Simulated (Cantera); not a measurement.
# Hydrocarbon pyrolysis for carbon deposition

A perfectly stirred reactor is fed with C2H4 : H2 = 1 : 7.7 (molar parts), at 0.0572 atm; it is held at 2023 K, and followed from long to short residence time.

Cantera simulation using GRI-Mech 3.0 (53 species, 325 reactions); the numbers are that mechanism's predictions, not measurements. GRI-Mech 3.0 was tuned for natural gas; its chemistry of ethylene as a main component is partial and can be far from experiment. GRI-Mech 3.0 stops at C3 and has no aromatics, soot or wall deposition, so with more carbon than oxygen in the feed, carbon stays in small species such as C2H2 where larger ones or solid carbon would form.

| τ (s) | x C2H4 | x H2 | x C2H | x CH2 | x C2H2 | x C2H6 | x H |
|---|---|---|---|---|---|---|---|
| 0.30 | 5.84e-5 | 0.891 | 1.40e-5 | 2.31e-7 | 0.103 | 7.22e-10 | 0.00601 |
| 0.19 | 7.89e-5 | 0.892 | 1.24e-5 | 1.72e-7 | 0.103 | 7.50e-10 | 0.00533 |
| 0.12 | 0.000119 | 0.893 | 1.04e-5 | 1.12e-7 | 0.103 | 8.78e-10 | 0.00446 |
| 0.074 | 0.000208 | 0.894 | 8.03e-6 | 6.36e-8 | 0.103 | 1.27e-9 | 0.00346 |
| 0.047 | 0.000382 | 0.894 | 6.01e-6 | 3.73e-8 | 0.103 | 2.05e-9 | 0.00260 |
| 0.029 | 0.000759 | 0.895 | 4.29e-6 | 2.56e-8 | 0.102 | 3.57e-9 | 0.00186 |
| 0.018 | 0.00149 | 0.895 | 3.07e-6 | 2.41e-8 | 0.102 | 6.00e-9 | 0.00134 |
| 0.011 | 0.00289 | 0.896 | 2.22e-6 | 2.87e-8 | 0.100 | 9.82e-9 | 0.000980 |
| 0.0071 | 0.00500 | 0.896 | 1.70e-6 | 3.66e-8 | 0.0985 | 1.47e-8 | 0.000765 |
| 0.0045 | 0.00849 | 0.895 | 1.32e-6 | 4.86e-8 | 0.0954 | 2.18e-8 | 0.000612 |
x: mole fraction; the columns are a selection and need not sum to one.
